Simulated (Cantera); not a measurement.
Feed: 1 mol Si3N4, 0.095 mol O2, 78 mol N2, 0.93 mol H2O, at 3.50e-5 bar.

Cantera equilibrium calculation (NASA polynomials, part measured and part estimated; ideal gas, pure solids and liquids). Candidate condensed phases: H2O, Si, SiO2, Si2N2O, Si3N4; 35 gas species. The tables' values for SiN are old estimates; treat these amounts as uncertain. The numbers say what is thermodynamically allowed, not how fast it happens. All values below are at 1800 K.

Base state: N2 0.951, Si 0.0222, SiO 0.0133, H2 0.00829, H 0.00551, SiN 5.66e-5, Si2 3.27e-5, Si2N 2.22e-5 (mole fractions); condensed: gas only.

Q: What changes in the equilibrium state with this change: Si3N4 replaced by SiC?

A: 
```tsv
species	before	after
N2	0.951	0.961
CO	0	0.0121
Si	0.0222	0.0104
SiO	0.0133	0.00170
HCN	0	0.000105
Si2C	0	9.82e-5
Si2	3.27e-5	7.16e-6
Si2N	2.22e-5	4.89e-6
```
Further candidate phases: C, C6H6, C7H8, C8H18, SiC.
